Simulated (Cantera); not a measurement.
A freely propagating, adiabatic, planar premixed flame of 19.7 % H2, 13.5 % O2, 50.8 % N2, 16.0 % H2O, unburnt at 350 K and 420 Torr; multicomponent transport, grid criteria slope 0.08 and curve 0.16, no radiation.

Detailed kinetics in Cantera: the H2/O2 subset of GRI-Mech 3.0, which has no nitrogen chemistry. Burning velocities carry a grid error of a few per cent, more on coarse grids.

Q: Predict: laminar burning velocity; thermal thickness; peak x(H); peak x(O); peak x(H2O2).

A: 
```
Item                          Value
------------------------  ---------
laminar burning velocity  91.8 cm/s
thermal thickness          0.746 mm
peak x(H)                   0.00851
peak x(O)                   0.00340
peak x(H2O2)                7.55e-5
```
